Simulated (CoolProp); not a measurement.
Saturated liquid density (kg/m³) of R245ca: the reference equation beside estimates from Tc = 447.6 K, pc = 3.941 MPa, ω = 0.355. Rackett uses Z = 0.29056 − 0.08775 ω.

Model: reference Helmholtz-energy equation of state, Zhou 2016, in CoolProp.

```csv
T (K),reference,Rackett,Redlich-Kwong,Soave-Redlich-Kwong,Peng-Robinson
336.5,1285,1354,1106,1177,1334
341.8,1270,1337,1089,1160,1315
347,1255,1320,1072,1143,1297
352.3,1239,1302,1054,1125,1277
357.6,1222,1284,1035,1107,1256
362.9,1206,1265,1016,1087,1234
368.1,1188,1246,996.9,1068,1212
373.4,1170,1227,976.5,1046,1188
378.7,1152,1206,955.3,1024,1163
383.9,1133,1185,933.6,1002,1137
389.2,1112,1163,910.6,977.1,1109
394.5,1091,1140,886.6,951.3,1079
```

Absolute difference from the reference over all 12 rows, mean and median: Rackett 4.9 and 4.9 %, Redlich-Kwong 16.1 and 15.9 %, Soave-Redlich-Kwong 10.2 and 10.0 %, Peng-Robinson 2.1 and 2.2 %.
